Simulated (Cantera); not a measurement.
A perfectly stirred reactor is fed with 4.81 % CH4, 10.1 % O2, 85.1 % N2, at 1.10 bar; it is adiabatic with a 423 K inlet, and is followed from long to short residence time, starting on the burning branch (τ in s: 0.16, 0.058, 0.021, 0.0073, 0.0026, 0.00093, 0.00033, 0.00012, 4.1e-05).

Cantera simulation using GRI-Mech 3.0 (53 species, 325 reactions); the numbers are that mechanism's predictions, not measurements.

### Question
Predict: blow-out, bracketed by the residence times tried; x(CH4) at τ = 0.160 s; x(O2) at τ = 0.160 s; x(CO) at τ = 0.160 s; x(H) at τ = 0.160 s; x(N2O) at τ = 0.160 s; x(CH4) at τ = 2.60 ms; x(O2) at τ = 2.60 ms; x(CO) at τ = 2.60 ms; x(H) at τ = 2.60 ms; x(N2O) at τ = 2.60 ms.

### Answer
- blow-out, bracketed by the residence times tried = burning at 2.60 ms, out at 0.930 ms
- x(CH4) at τ = 0.160 s = 1.69e-5
- x(O2) at τ = 0.160 s = 0.00589
- x(CO) at τ = 0.160 s = 0.000885
- x(H) at τ = 0.160 s = 6.99e-5
- x(N2O) at τ = 0.160 s = 2.08e-7
- x(CH4) at τ = 2.60 ms = 0.000426
- x(O2) at τ = 2.60 ms = 0.0118
- x(CO) at τ = 2.60 ms = 0.00833
- x(H) at τ = 2.60 ms = 0.000918
- x(N2O) at τ = 2.60 ms = 1.12e-7
